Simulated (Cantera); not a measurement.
Input: 1 mol SiH₂Cl₂, 0.21 mol HCl, 34 mol H₂, held at 0.133 bar.

Equilibrium computed with Cantera from the NASA thermochemical tables; the gas is ideal and each condensed phase is pure. Candidate condensed phases: Si; 19 gas species. The tables' values for SiCl₃ are old estimates; treat these amounts as uncertain. The numbers say what is thermodynamically allowed, not how fast it happens. All values below are at 1375 °C.

Base state: H₂ 0.947, HCl 0.0452, SiCl₂ 0.00766, H 0.000237, SiCl₃ 0.000136, SiHCl₃ 1.87e-5, SiH₂Cl₂ 1.12e-5 (mole fractions); condensed: Si(s).

What changes in the equilibrium state with this change: H₂ from 34 to 65 mol?


```tsv
species	before	after
H₂	0.947	0.970
HCl	0.0452	0.0273
SiCl₂	0.00766	0.00273
SiCl₃	0.000136	2.90e-5
SiHCl₃	1.87e-5	4.03e-6
Si(s), mol	0.716	0.813
```

What changes in the equilibrium state with this change: H₂ from 34 to 18 mol?


```tsv
species	before	after
H₂	0.947	0.911
HCl	0.0452	0.0696
SiCl₂	0.00766	0.0189
SiCl₄	5.36e-6	3.26e-5
SiCl₃	0.000136	0.000528
SiHCl₃	1.87e-5	7.12e-5
SiH₂Cl₂	1.12e-5	2.65e-5
Cl	8.88e-6	1.39e-5
Si(s), mol	0.716	0.605
```
The tables' values for SiCl₃, SiCl are old estimates; treat these amounts as uncertain.
